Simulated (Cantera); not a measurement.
A perfectly stirred reactor is fed with H₂ : O₂ = 0.074 : 1 (molar parts), equivalence ratio 0.037, at 13.5 Torr; it is held at 1375 K, and followed from long to short residence time.

Detailed kinetics in Cantera: GRI-Mech 3.0 (53 species, 325 reactions). Radical loss at walls, strong at low pressure, is not modelled. The temperature is held fixed by assumption; the heat of reaction is taken as removed at once.

Task: Predict: x(H₂) at τ = 0.710 s; x(O₂) at τ = 0.710 s; x(HO₂) at τ = 0.710 s; x(H) at τ = 0.710 s; x(H₂O₂) at τ = 0.710 s; x(H₂) at τ = 57.0 ms; x(O₂) at τ = 57.0 ms; x(HO₂) at τ = 57.0 ms; x(H) at τ = 57.0 ms; x(H₂O₂) at τ = 57.0 ms.

Result: 
```
Quantity                   Value
----------------------  --------
x(H₂) at τ = 0.710 s    0.000215
x(O₂) at τ = 0.710 s       0.923
x(HO₂) at τ = 0.710 s    1.49e-6
x(H) at τ = 0.710 s     0.000336
x(H₂O₂) at τ = 0.710 s   5.70e-8
x(H₂) at τ = 57.0 ms    0.000894
x(O₂) at τ = 57.0 ms       0.906
x(HO₂) at τ = 57.0 ms    2.91e-6
x(H) at τ = 57.0 ms      0.00291
x(H₂O₂) at τ = 57.0 ms   9.55e-8
```
